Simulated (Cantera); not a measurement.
A closed system holds: 1 mol H2S, 4.5 mol O2, at 3000 K and 4700 Pa.

Method: chemical equilibrium by Gibbs-energy minimisation in Cantera with the NASA 1993 tables (ideal gas, pure condensed phases). Candidate condensed phases: H2O, H2SO4, S; 19 gas species. The numbers say what is thermodynamically allowed, not how fast it happens.

Base state: O2 0.325, O 0.298, SO2 0.0930, H 0.0907, OH 0.0831, SO 0.0470, H2O 0.0427, H2 0.0155 (mole fractions); condensed: gas only.

Task: What changes in the equilibrium state with this change: H2S replaced by HF?

Result: 
| species | before | after |
|---|---|---|
| O2 | 0.325 | 0.469 |
| O | 0.298 | 0.358 |
| HF | 0 | 0.116 |
| SO2 | 0.0930 | 0 |
| SO | 0.0470 | 0 |
| F | 0 | 0.0296 |
| H2 | 0.0155 | 0.000311 |
| H2O | 0.0427 | 0.00103 |
| H | 0.0907 | 0.0128 |
| OH | 0.0831 | 0.0141 |
| S | 0.00496 | 0 |
| SH | 0.000165 | 0 |
| S2 | 1.81e-5 | 0 |

Task: What changes in the equilibrium state with this change: O2 from 4.5 to 0.017 mol?

Result: 
| species | before | after |
|---|---|---|
| H | 0.0907 | 0.360 |
| S | 0.00496 | 0.282 |
| H2 | 0.0155 | 0.245 |
| O2 | 0.325 | 4.66e-6 |
| O | 0.298 | 0.00113 |
| S2 | 1.81e-5 | 0.0586 |
| SO2 | 0.0930 | 7.59e-5 |
| SH | 0.000165 | 0.0372 |
| OH | 0.0831 | 0.00125 |
| H2O | 0.0427 | 0.00256 |
| SO | 0.0470 | 0.0101 |
| HO2 | 1.79e-5 | 1.02e-9 |
| SO3 | 1.03e-5 | <1e-9 |
| H2S | 1.38e-6 | 0.00124 |
| S2O | 1.63e-6 | 1.99e-5 |
